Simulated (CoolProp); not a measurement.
A simple Rankine cycle with benzene: condensing at 323.15 K, boiler at 2.02 MPa, turbine inlet 500.1 K, turbine efficiency 0.8, pump efficiency 0.6, no recuperator. Each further row changes one setting.

Model: reference Helmholtz-energy equation of state, Thol 2012, in CoolProp.

```tsv
case	thermal efficiency (%)	net work (kJ/kg)	heat in (kJ/kg)	turbine exit temperature (K)	volume ratio over the turbine
as stated	(withheld)	(withheld)	628	386.9	58.2
turbine inlet 520.1 K	20.8	139	671	410.3	(withheld)
condensing temperature 315.15 K	21.7	140	642	(withheld)	78.4
boiler pressure 1.41 MPa	19.5	126	(withheld)	403.3	37.4
turbine efficiency 0.7	18.1	113	628	398.6	60.0
```

Q: Some entries are withheld; supply them.

A: 
- as stated, thermal efficiency (%): 20.7
- as stated, net work (kJ/kg): 130
- turbine inlet 520.1 K, volume ratio over the turbine: 56.0
- condensing temperature 315.15 K, turbine exit temperature (K): 379.9
- boiler pressure 1.41 MPa, heat in (kJ/kg): 647
